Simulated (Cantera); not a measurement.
# Equilibrium for halide evaporation, hydrolysis and transport: LiCl + H₂

Feed: 1 mol LiCl, 0.71 mol H₂, at 875 K and 1.33 mbar.

These are equilibrium values from Cantera (NASA tables, ideal gas, pure condensed phases), not measurements of a reactor. Candidate condensed phases: Li, LiCl, LiH; 11 gas species. Rates play no part.

x(H₂): 0.978
x(Li₂Cl₂): 0.0144
x(LiCl): 0.00690
x(Li₃Cl₃): 0.00117
n(LiCl(s)): 0.972 mol
gas amount: 0.7263 mol
log10 activity of Li(l) (absent): -5.74
